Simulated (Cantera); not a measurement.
## Pb + NH₃ + H₂ (metals in furnace atmospheres)

Feed: 1 mol Pb, 5.1 mol NH₃, 1.7 mol H₂, held at 1200 K and 99.0 Pa.

Cantera equilibrium calculation (NASA polynomials, part measured and part estimated; ideal gas, pure solids and liquids). Candidate condensed phases: Pb; 11 gas species. The numbers say what is thermodynamically allowed, not how fast it happens.

| Item | Result |
|---|---|
| x(H₂) | 0.725 |
| x(N₂) | 0.198 |
| x(Pb) | 0.0775 |
| x(H) | 5.34e-6 |
| gas amount | 12.90 mol |
| log10 activity of Pb(l) (absent) | -0.92 |
